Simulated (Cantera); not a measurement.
**Thermodynamics of aluminium nitride and oxide growth, feed AlCl3 + N2O + H2**

Input: 1 mol AlCl3, 1.4 mol N2O, 14 mol H2, held at 0.00720 bar.

Cantera equilibrium calculation (NASA polynomials, part measured and part estimated; ideal gas, pure solids and liquids). Candidate condensed phases: Al, AlCl3, AlN, Al2O3, H2O, NH4Cl; 45 gas species. The tables' values for AlCl2, AlOH are old estimates; treat these amounts as uncertain. Rates play no part.

```csv
T (K),x H2,x HCl,x N2,x H,x H2O,x AlCl,n Al2O3(s)
1048,0.747,0.166,0.0830,7.87e-8,9.93e-7,4.57e-9,0.467
1148,0.747,0.166,0.0830,7.30e-7,2.86e-6,1.36e-7,0.467
1248,0.747,0.166,0.0830,4.76e-6,6.91e-6,2.31e-6,0.467
1348,0.747,0.166,0.0830,2.36e-5,1.47e-5,2.51e-5,0.467
1448,0.746,0.166,0.0830,9.38e-5,2.96e-5,0.000181,0.467
1548,0.745,0.168,0.0829,0.000313,6.33e-5,0.000800,0.466
1648,0.742,0.170,0.0828,0.000904,0.000162,0.00195,0.466
1748,0.739,0.171,0.0826,0.00232,0.000463,0.00303,0.464
1848,0.735,0.170,0.0824,0.00536,0.00126,0.00401,0.459
1948,0.728,0.167,0.0821,0.0114,0.00298,0.00533,0.449
2048,0.716,0.162,0.0814,0.0223,0.00604,0.00740,0.431
2148,0.696,0.154,0.0804,0.0410,0.0108,0.0105,0.402
```
x: gas mole fraction; n: condensed amount in mol.

From 1048 K to 2148 K the condensed part is Al2O3(s). The main Al-bearing gas is AlCl3 at 1048 K and AlCl at 2148 K.
